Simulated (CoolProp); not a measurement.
Octamethyltrisiloxane (MDM) along the isobar 3170 kPa: fugacity coefficient from the reference equation and from simpler models built on Tc = 565.4 K, pc = 1438 kPa, ω = 0.528; each cubic takes its own stable root.

Model: reference Helmholtz-energy equation of state, Thol 2017, in CoolProp.

| T (K) | phase | reference |
|---|---|---|
| 384.6 | liquid | 0.01258 |
| 400.5 | liquid | 0.02055 |
| 416.3 | liquid | 0.03177 |
| 432.2 | liquid | 0.04704 |
| 448.1 | liquid | 0.06688 |
| 463.9 | liquid | 0.09155 |
| 479.8 | liquid | 0.1216 |
| 495.7 | liquid | 0.1570 |
| 511.5 | liquid | 0.1972 |
| 527.4 | liquid | 0.2424 |
| 543.3 | liquid | 0.2915 |
| 559.1 | liquid | 0.3434 |
| 575 | supercritical | 0.3975 |

Problem. How far does each simpler model (van der Waals, Soave-Redlich-Kwong, Peng-Robinson) lie from the reference over these 13 states: mean and median of the absolute difference, and the worst?

Solution. 
- van der Waals: mean 210.8 %, median 113.5 %, worst +796.7 % at 384.6 K and 3170 kPa
- Soave-Redlich-Kwong: mean 3.6 %, median 3.8 %, worst +4.7 % at 543.3 K and 3170 kPa
- Peng-Robinson: mean 1.3 %, median 1.3 %, worst -1.8 % at 448.1 K and 3170 kPa
